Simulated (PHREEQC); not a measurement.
Make-up at 25 °C: 0.038 mol NaH2PO4 and 0.013 mol Na2HPO4 per kg of water. Closed to the air; pH follows from the charge balance.

Equilibrium calculation in PHREEQC: ion-association model, phreeqc.dat.

This is a speciation only: nothing precipitates in the calculation.

### Question
Order these P species by the share of P that they hold, largest first: HPO4-2, H2PO4-, NaHPO4-.

### Answer
H2PO4- (75 %), HPO4-2 (24 %), NaHPO4- (1.2 %)

The pH is 6.43 and the ionic strength 0.0757 mol/kgw. Complexes and solids missing from the database can't appear.
